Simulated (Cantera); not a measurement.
# Thermodynamics of hydrogen reduction and annealing atmospheres, feed Fe₂O₃ + H₂ + H₂O

Charge: 1 mol Fe₂O₃, 1.2 mol H₂, 0.08 mol H₂O, held at 1625 K.

Equilibrium computed with Cantera from the NASA thermochemical tables; the gas is ideal and each condensed phase is pure. Candidate condensed phases: Fe, FeO, Fe(OH)₂, Fe(OH)₃, Fe₂O₃, Fe₃O₄, H₂O; 12 gas species. The tables' stoichiometric FeO is somewhat more stable than real wüstite, so its field is too wide. FeO: taken at fixed stoichiometry. Kinetics and transport are ignored.

```tsv
P (Pa)	x H₂O	x H₂	x H	x Fe	x OH	x FeO	x Fe(OH)₂	n FeO(s)
10	0.842	0.153	0.00276	0.00147	0.000639	5.30e-5	3.94e-5	2.00
52	0.843	0.155	0.00122	0.000287	0.000279	1.02e-5	3.94e-5	2.00
270	0.843	0.156	0.000536	5.54e-5	0.000122	1.96e-6	3.94e-5	2.00
1400	0.844	0.156	0.000236	1.07e-5	5.36e-5	3.79e-7	3.94e-5	2.00
7200	0.844	0.156	0.000104	2.08e-6	2.36e-5	7.37e-8	3.94e-5	2.00
37000	0.844	0.156	4.58e-5	4.05e-7	1.04e-5	1.43e-8	3.94e-5	2.00
190000	0.844	0.156	2.02e-5	7.89e-8	4.60e-6	2.79e-9	3.94e-5	2.00
1000000	0.844	0.156	8.82e-6	1.50e-8	2.01e-6	5.30e-10	3.94e-5	2.00
```
x: gas mole fraction; n: condensed amount in mol.

From 10.0 Pa to 10.0 bar the condensed part is FeO(s). The main Fe-bearing gas is Fe at 10.0 Pa and Fe(OH)₂ at 10.0 bar.
